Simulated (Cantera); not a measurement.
Feed: 1 mol Zr, 0.88 mol NH₃, equilibrated at 2173.15 K and 4.60 Pa.

Equilibrium computed with Cantera from the NASA thermochemical tables; the gas is ideal and each condensed phase is pure. Candidate condensed phases: Zr, ZrN; 11 gas species. Mutual solubility and eutectic melting of coexisting phases are not modelled. ZrN: taken at fixed stoichiometry. Condensed phases not in the tables: N, O or C dissolved in the metal. The numbers say what is thermodynamically allowed, not how fast it happens.

Base state: H 0.502, H₂ 0.497, Zr 0.000927, N₂ 0.000216 (mole fractions); condensed: Zr(l) + ZrN(s).

Problem. What changes in the equilibrium state with this change: temperature from 2173.15 K to 2750 K?

Solution. 
| species | before | after |
|---|---|---|
| H | 0.502 | 0.642 |
| Zr | 0.000927 | 0.246 |
| N₂ | 0.000216 | 0.108 |
| H₂ | 0.497 | 0.00405 |
| N | 1.95e-8 | 0.000117 |
| Zr(l), mol | 0.119 | 0 |
| ZrN(s), mol | 0.879 | 0 |
